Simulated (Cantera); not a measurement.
# Pyrogenic steam for wet oxidation

An isothermal, constant-pressure homogeneous reactor starts with 3.05 % H2, 6.93 % O2, 90.0 % N2, at 1375 K and 0.790 atm.

Cantera simulation using GRI-Mech 3.0 (53 species, 325 reactions); the numbers are that mechanism's predictions, not measurements.

| t (s) | x H2 | x O2 | x O | x H2O2 | x NO | x N2O |
|---|---|---|---|---|---|---|
| 3.00e-5 | 0.0305 | 0.0693 | 4.80e-7 | 5.58e-10 | <1e-12 | 1.67e-12 |
| 9.72e-5 | 0.00809 | 0.0569 | 0.00544 | 1.23e-6 | 3.48e-7 | 3.36e-8 |
| 0.000315 | 0.000697 | 0.0540 | 0.00218 | 7.26e-7 | 4.41e-6 | 2.44e-7 |
| 0.00102 | 7.23e-5 | 0.0547 | 0.000213 | 2.26e-7 | 4.64e-6 | 3.71e-7 |
| 0.00330 | 7.05e-6 | 0.0548 | 2.21e-5 | 4.71e-8 | 4.63e-6 | 4.27e-7 |
| 0.0107 | 1.08e-6 | 0.0548 | 3.73e-6 | 1.08e-8 | 4.64e-6 | 4.40e-7 |
| 0.0346 | 2.43e-7 | 0.0548 | 8.95e-7 | 2.93e-9 | 4.65e-6 | 4.09e-7 |
| 0.112 | 7.79e-8 | 0.0548 | 2.92e-7 | 1.02e-9 | 4.65e-6 | 2.94e-7 |
| 0.363 | 4.74e-8 | 0.0548 | 1.75e-7 | 6.37e-10 | 4.65e-6 | 1.02e-7 |
| 1.18 | 4.55e-8 | 0.0548 | 1.68e-7 | 6.12e-10 | 4.65e-6 | 2.29e-8 |
| 3.81 | 4.55e-8 | 0.0548 | 1.68e-7 | 6.12e-10 | 4.65e-6 | 2.14e-8 |
| 12.3 | 4.55e-8 | 0.0548 | 1.68e-7 | 6.12e-10 | 4.66e-6 | 2.14e-8 |
| 40.0 | 4.55e-8 | 0.0548 | 1.68e-7 | 6.12e-10 | 4.67e-6 | 2.14e-8 |
x: mole fraction; the columns are a selection and need not sum to one.

Equilibrium at this temperature and pressure: H2 4.55e-8, O2 0.0547, O 1.67e-7, H2O2 6.11e-10, NO 0.000347, N2O 2.14e-8 (gas phase only).
